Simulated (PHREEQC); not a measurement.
Consider water at 25 °C with 0.11 mol HBr, 0.047 mol ZnSO4 and 0.098 mol KCl per kg of water. Closed to the air; pH follows from the charge balance.

Equilibrium calculation in PHREEQC: ion-association model, wateq4f.dat.

Precipitation was switched off in this run.

**Question.** Order these Zn species by the share of Zn that they hold, largest first: ZnBr+, Zn+2, ZnCl+, ZnSO4, Zn(SO4)2-2.

**Answer.** Zn+2 (78 %), ZnSO4 (14 %), ZnCl+ (5.7 %), Zn(SO4)2-2 (1.2 %), ZnBr+ (0.65 %)

The pH is 1.18 and the ionic strength 0.305 mol/kgw.
